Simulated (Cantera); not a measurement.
Charge: 1 mol CO2, 0.064 mol SO2, 0.3 mol O2, 0.51 mol H2O, at 3223 K and 101000 Pa.

These are equilibrium values from Cantera (NASA tables, ideal gas, pure condensed phases), not measurements of a reactor. Candidate condensed phases: C, C6H6, C7H8, C8H18, H2O, H2SO4, S; 123 gas species. The numbers say what is thermodynamically allowed, not how fast it happens.

Base state: CO 0.246, O2 0.198, CO2 0.156, H2O 0.116, O 0.102, OH 0.0876, H 0.0453, H2 0.0233 (mole fractions); condensed: gas only.

What changes in the equilibrium state with this change: H2O from 0.51 to 0.059 mol?


| species | before | after |
|---|---|---|
| CO | 0.246 | 0.311 |
| O2 | 0.198 | 0.260 |
| CO2 | 0.156 | 0.226 |
| H2O | 0.116 | 0.00996 |
| H2 | 0.0233 | 0.00175 |
| H | 0.0453 | 0.0124 |
| OH | 0.0876 | 0.0275 |
| SO2 | 0.0192 | 0.0265 |
| O | 0.102 | 0.117 |
| SH | 4.90e-5 | 1.42e-5 |
| HO2 | 6.39e-5 | 2.30e-5 |

What changes in the equilibrium state with this change: pressure from 101000 Pa to 14000 Pa?


| species | before | after |
|---|---|---|
| CO | 0.246 | 0.272 |
| O | 0.102 | 0.236 |
| O2 | 0.198 | 0.147 |
| CO2 | 0.156 | 0.0552 |
| H | 0.0453 | 0.126 |
| H2O | 0.116 | 0.0396 |
| SO2 | 0.0192 | 0.00945 |
| OH | 0.0876 | 0.0781 |
| H2 | 0.0233 | 0.0249 |
| S | 0.000390 | 0.00187 |
| HO2 | 6.39e-5 | 1.83e-5 |
| SH | 4.90e-5 | 9.06e-5 |
| SO | 0.00617 | 0.00950 |
